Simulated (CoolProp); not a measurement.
Oxygen at 127.14 K and 0.469 MPa is compressed adiabatically to 2.24 MPa with isentropic efficiency 0.6. Each further row changes one setting.

Values from CoolProp's reference Helmholtz-energy equation of state, Schmidt 1985.

```csv
case,work (kJ/kg),final temperature (K),final density (kg/m³)
as stated,102,242.4,36.8
efficiency 1,61.4,201.3,45.9
efficiency 0.65,94.4,234.4,38.3
```
